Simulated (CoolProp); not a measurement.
Tetrahydrofuran along the isobar 3.13 MPa: fugacity coefficient from the reference equation and from simpler models built on Tc = 540.2 K, pc = 5.304 MPa, ω = 0.234; each cubic takes its own stable root.

Values from CoolProp's reference Helmholtz-energy equation of state, Fiedler 2023.

```
T (K)   phase  reference  Soave-Redlich-Kwong  Peng-Robinson
-----  ------  ---------  -------------------  -------------
187.5  liquid   1.715e-6             1.767e-6       2.302e-6
205.5  liquid   1.395e-5             1.386e-5       1.690e-5
223.4  liquid   7.650e-5             7.454e-5       8.639e-5
241.3  liquid  0.0003137            0.0003030      0.0003375
259.2  liquid   0.001025            0.0009886       0.001067
277.1  liquid   0.002799             0.002706       0.002850
295    liquid   0.006610             0.006428       0.006638
312.9  liquid    0.01387              0.01358        0.01381
330.8  liquid    0.02639              0.02605        0.02617
348.7  liquid    0.04628              0.04606        0.04583
366.6  liquid    0.07576              0.07599        0.07505
384.5  liquid     0.1170               0.1181         0.1160
402.4  liquid     0.1717               0.1745         0.1707
420.4  liquid     0.2417               0.2469         0.2407
438.3  liquid     0.3269               0.3352         0.3261
456.2  liquid     0.4274               0.4391         0.4268
```
